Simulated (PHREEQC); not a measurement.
0.82 g of hydrous ferric oxide (600 m²/g; 0.2 weak and 0.005 strong sites per Fe, Dzombak-Morel constants, diffuse double layer) in 1 kg of water with 0.05 mol/kgw of an inert sodium salt and 0.0003 mol/kgw NiCl2, at 25 °C; the pH is set by adding NaOH or the inert anion's acid. O2 is buffered at 0.21 atm. The system is closed to CO2. Nothing may precipitate in this run.

All values are PHREEQC results (ion-association model, wateq4f.dat), not measurements.

Task: Predict Ni sorbed (%), surface charge σ (C/m²) at pH = 7, 7.5, 9.

Result: 
| pH | Ni sorbed (%) | surface charge σ (C/m²) |
|---|---|---|
| 7 | 66.2 | 0.043 |
| 7.5 | 91.8 | 0.027 |
| 9 | 100.0 | -0.015 |
